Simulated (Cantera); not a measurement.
**Thermodynamics of boron, boron nitride and boron oxide, feed B2O3 + H2O**

Feed: 1 mol B2O3, 2.8 mol H2O, equilibrated at 1025 K.

Method: chemical equilibrium by Gibbs-energy minimisation in Cantera with the NASA 1993 tables (ideal gas, pure condensed phases). Candidate condensed phases: B, B2O3, B3O3H3, H2O; 23 gas species. Gases not in the tables: H3BO3. Equilibrium is a limit: real reactors are often held back by kinetics, nucleation or transport.

```tsv
P (Pa)	x H2O	x (HBO2)3	x HBO2	x H2	x O2	n B2O3(l)
10	0.995	0.000245	0.00436	8.72e-6	4.26e-6	0.993
37	0.997	0.000472	0.00227	5.65e-6	2.76e-6	0.995
140	0.998	0.000918	0.00117	3.62e-6	1.77e-6	0.995
520	0.998	0.00177	0.000605	2.34e-6	1.14e-6	0.992
1900	0.996	0.00338	0.000316	1.52e-6	7.42e-7	0.985
7200	0.993	0.00654	0.000162	9.72e-7	4.75e-7	0.972
27000	0.987	0.0126	8.35e-5	6.23e-7	3.04e-7	0.947
100000	0.976	0.0237	4.32e-5	4.00e-7	1.95e-7	0.901
```
x: gas mole fraction; n: condensed amount in mol.

From 10.0 Pa to 1.00 bar the condensed part is B2O3(l).
